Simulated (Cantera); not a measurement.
Input: 1 mol HMDSO, 1 mol O₃, 21 mol H₂, 8.1 mol H₂O, equilibrated at 1.00 bar.

Cantera equilibrium calculation (NASA polynomials, part measured and part estimated; ideal gas, pure solids and liquids). Candidate condensed phases: C, C₆H₆, C₇H₈, C₈H₁₈, H₂O, Si, SiC, SiO₂; 123 gas species. The feed counts by its element totals alone. The tables hold silica as quartz up to 1696 K and as liquid above; real silica turns to tridymite and cristobalite and melts near 1996 K. Kinetics and transport are ignored. All values below are at 1173 K.

Base state: H₂ 0.820, CO 0.130, H₂O 0.0435, CO₂ 0.00541, CH₄ 0.00114 (mole fractions); condensed: SiO₂(β-quartz).

Question: What changes in the equilibrium state with this change: O₃ from 1 to 3.7 mol?

Answer: 
```json
[
 {"species": "H₂", "before": "0.820", "after": "0.659"},
 {"species": "H₂O", "before": "0.0435", "after": "0.205"},
 {"species": "CO", "before": "0.130", "after": "0.109"},
 {"species": "CO₂", "before": "0.00541", "after": "0.0267"},
 {"species": "CH₄", "before": "0.00114", "after": "0.000106"},
 {"species": "SiO₂(β-quartz), mol", "before": "2.00", "after": "2.00"}
]
```
